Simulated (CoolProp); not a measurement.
Properties of oxygen along the isobar 35.7 bar (Tc = 154.6 K, pc = 50.46 bar, ω = 0.022).

Model: reference Helmholtz-energy equation of state, Schmidt 1985, in CoolProp.

```tsv
T (K)	phase	density (kg/m³)
83.3	liquid	1181
87.8	liquid	1160
92.2	liquid	1139
96.7	liquid	1117
101.1	liquid	1094
105.5	liquid	1071
110	liquid	1047
114.4	liquid	1021
118.9	liquid	994.1
123.3	liquid	965.6
127.8	liquid	934.0
132.2	liquid	899.9
136.6	liquid	861.2
141.1	liquid	813.5
```
